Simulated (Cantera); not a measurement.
Standard-state values (1 bar) from the NASA 1993 polynomials, evaluated with Cantera. Values are per mole of reaction as written; species without (g) are pure solids or liquids, kept so even where they would boil at 1 bar.

a) 2 Ti + O2(g) → 2 TiO(g)
b) 2 Si + O2(g) → 2 SiO(g)
c) 0.8 V + O2(g) → 0.4 V2O5
d) 1.2 Ti + O2(g) → 0.4 Ti3O5
e) 2 Pb + O2(g) → 2 PbO(g)
f) Nb + O2(g) → NbO2(g)
g) Zr + O2(g) → ZrO2(g)

Q: Order these by ΔG° at 1700 K, most negative first.

A: d (-688 kJ), b (-485 kJ), c (-360 kJ), g (-324 kJ), f (-242 kJ), a (-200 kJ), e (-59 kJ)
